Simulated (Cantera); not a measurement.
Feed: 1 mol trisilylamine, 0.24 mol N2, 3.1 mol H2, at 0.0975 Torr.

Equilibrium computed with Cantera from the NASA thermochemical tables; the gas is ideal and each condensed phase is pure. Candidate condensed phases: Si, Si3N4; 18 gas species. The feed counts by its element totals alone. Gases not in the tables: Si2H6 and higher silanes. Equilibrium is a limit: real reactors are often held back by kinetics, nucleation or transport.

**Question.** Which condensed phases are stable at each of these points (T (K)): 1548, 1573, 1598, 1623, 1648, 1673, 1698, 1723, 1748, 1773, 1798, 1823, 1848, 1873?

**Answer.** 
| T (K) | condensed phases | Si condensed (%) |
|---|---|---|
| 1548 | Si(s) | 99.9 |
| 1573 | Si(s) | 99.9 |
| 1598 | Si(s) | 99.8 |
| 1623 | Si(s) | 99.6 |
| 1648 | Si(s) | 99.4 |
| 1673 | Si(s) | 99.1 |
| 1698 | Si(l) | 98.5 |
| 1723 | Si(l) | 97.8 |
| 1748 | Si(l) | 96.7 |
| 1773 | Si(l) | 95.1 |
| 1798 | Si(l) | 92.9 |
| 1823 | Si(l) | 89.7 |
| 1848 | Si(l) | 85.1 |
| 1873 | Si(l) | 78.5 |

From 1548 K to 1673 K the condensed part is Si(s). From 1698 K to 1873 K the condensed part is Si(l).
